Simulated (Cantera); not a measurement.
**Stirred combustor or abatement burner**

A perfectly stirred reactor is fed with 9.78 % CH₄, 1.76 % H₂, 18.6 % O₂, 69.9 % N₂, at 1700000 Pa; it is adiabatic with a 350 K inlet, and is followed from long to short residence time, starting on the burning branch (τ in s: 0.024, 0.0093, 0.0036, 0.0014, 0.00053, 0.0002, 7.8e-05, 3e-05, 1.2e-05, 4.5e-06).

Model: GRI-Mech 3.0 (53 species, 325 reactions), integrated in Cantera. The pressure lies above the range GRI-Mech 3.0 was tuned for (to about 10 atm).

| τ (s) | T (K) | x CH₄ | x H₂ | x O₂ | x HO₂ | x N₂O | x NO |
|---|---|---|---|---|---|---|---|
| 0.024 | 2270 | 1.58e-5 | 0.0125 | 0.000148 | 9.50e-8 | 5.95e-8 | 0.000229 |
| 0.0093 | 2268 | 2.99e-5 | 0.0125 | 0.000268 | 1.75e-7 | 7.44e-8 | 0.000244 |
| 0.0036 | 2262 | 5.15e-5 | 0.0127 | 0.000504 | 3.72e-7 | 1.00e-7 | 0.000263 |
| 0.0014 | 2254 | 8.49e-5 | 0.0129 | 0.000947 | 8.43e-7 | 1.39e-7 | 0.000281 |
| 0.00053 | 2239 | 0.000145 | 0.0133 | 0.00179 | 2.00e-6 | 1.94e-7 | 0.000287 |
| 0.00020 | 2214 | 0.000268 | 0.0140 | 0.00339 | 4.72e-6 | 2.56e-7 | 0.000269 |
| 7.8e-5 | 2173 | 0.000581 | 0.0149 | 0.00650 | 1.12e-5 | 3.01e-7 | 0.000207 |
| 3.0e-5 | 350 | 0.0978 | 0.0176 | 0.186 | <1e-12 | <1e-12 | <1e-12 |
| 1.2e-5 | 350 | 0.0978 | 0.0176 | 0.186 | <1e-12 | <1e-12 | <1e-12 |
| 4.5e-6 | 350 | 0.0978 | 0.0176 | 0.186 | <1e-12 | <1e-12 | <1e-12 |
x: mole fraction; the columns are a selection and need not sum to one.
